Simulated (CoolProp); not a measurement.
Vapour-liquid equilibrium of ethanol (1) + cyclohexane (2) at 1.5 MPa; x and y are mole fractions of (1).

The numbers come from the multi-fluid Helmholtz-energy mixture model, Schroeder 2014 and Zhou 2014; pair parameters Bell 2016 in CoolProp.

**Question.** Give the bubble temperature and the first vapour's composition at x = 0.5, 0.65, 0.8. Is there an azeotrope?

**Answer.** x = 0.5: 439.4 K, y = 0.613; x = 0.65: 438.0 K, y = 0.685; x = 0.8: 437.9 K, y = 0.783. y crosses x between x = 0.65 and 0.8: the model has an azeotrope there.

Pair parameters are fitted to limited data, so mixtures are less certain than the pure fluids.
